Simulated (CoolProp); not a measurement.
Properties of nitrogen along the isobar 7.8 bar.

Values from CoolProp's reference Helmholtz-energy equation of state, Span 2000.

```json
[
 {"T (°C)": "-166.65", "phase": "gas", "density (kg/m³)": "28.79", "cv (kJ/(kg K))": "0.8174", "Joule-Thomson coefficient (K/MPa)": "15.11", "isothermal compressibility (1/MPa)": "1.531"},
 {"T (°C)": "-147.85", "phase": "gas", "density (kg/m³)": "22.86", "cv (kJ/(kg K))": "0.7760", "Joule-Thomson coefficient (K/MPa)": "10.81", "isothermal compressibility (1/MPa)": "1.405"},
 {"T (°C)": "-128.95", "phase": "gas", "density (kg/m³)": "19.23", "cv (kJ/(kg K))": "0.7611", "Joule-Thomson coefficient (K/MPa)": "8.298", "isothermal compressibility (1/MPa)": "1.355"},
 {"T (°C)": "-110.15", "phase": "gas", "density (kg/m³)": "16.70", "cv (kJ/(kg K))": "0.7542", "Joule-Thomson coefficient (K/MPa)": "6.643", "isothermal compressibility (1/MPa)": "1.329"},
 {"T (°C)": "-91.35", "phase": "gas", "density (kg/m³)": "14.81", "cv (kJ/(kg K))": "0.7504", "Joule-Thomson coefficient (K/MPa)": "5.460", "isothermal compressibility (1/MPa)": "1.313"},
 {"T (°C)": "-72.45", "phase": "gas", "density (kg/m³)": "13.31", "cv (kJ/(kg K))": "0.7482", "Joule-Thomson coefficient (K/MPa)": "4.565", "isothermal compressibility (1/MPa)": "1.303"},
 {"T (°C)": "-53.65", "phase": "gas", "density (kg/m³)": "12.11", "cv (kJ/(kg K))": "0.7468", "Joule-Thomson coefficient (K/MPa)": "3.871", "isothermal compressibility (1/MPa)": "1.296"},
 {"T (°C)": "-34.75", "phase": "gas", "density (kg/m³)": "11.11", "cv (kJ/(kg K))": "0.7459", "Joule-Thomson coefficient (K/MPa)": "3.312", "isothermal compressibility (1/MPa)": "1.292"},
 {"T (°C)": "-15.95", "phase": "gas", "density (kg/m³)": "10.27", "cv (kJ/(kg K))": "0.7453", "Joule-Thomson coefficient (K/MPa)": "2.855", "isothermal compressibility (1/MPa)": "1.288"},
 {"T (°C)": "2.95", "phase": "gas", "density (kg/m³)": "9.548", "cv (kJ/(kg K))": "0.7450", "Joule-Thomson coefficient (K/MPa)": "2.472", "isothermal compressibility (1/MPa)": "1.286"},
 {"T (°C)": "21.75", "phase": "gas", "density (kg/m³)": "8.926", "cv (kJ/(kg K))": "0.7448", "Joule-Thomson coefficient (K/MPa)": "2.149", "isothermal compressibility (1/MPa)": "1.284"},
 {"T (°C)": "40.65", "phase": "gas", "density (kg/m³)": "8.379", "cv (kJ/(kg K))": "0.7449", "Joule-Thomson coefficient (K/MPa)": "1.870", "isothermal compressibility (1/MPa)": "1.283"},
 {"T (°C)": "59.45", "phase": "gas", "density (kg/m³)": "7.898", "cv (kJ/(kg K))": "0.7452", "Joule-Thomson coefficient (K/MPa)": "1.630", "isothermal compressibility (1/MPa)": "1.281"},
 {"T (°C)": "78.35", "phase": "gas", "density (kg/m³)": "7.469", "cv (kJ/(kg K))": "0.7457", "Joule-Thomson coefficient (K/MPa)": "1.418", "isothermal compressibility (1/MPa)": "1.281"},
 {"T (°C)": "97.15", "phase": "gas", "density (kg/m³)": "7.086", "cv (kJ/(kg K))": "0.7465", "Joule-Thomson coefficient (K/MPa)": "1.232", "isothermal compressibility (1/MPa)": "1.280"},
 {"T (°C)": "116.05", "phase": "gas", "density (kg/m³)": "6.739", "cv (kJ/(kg K))": "0.7476", "Joule-Thomson coefficient (K/MPa)": "1.067", "isothermal compressibility (1/MPa)": "1.279"}
]
```
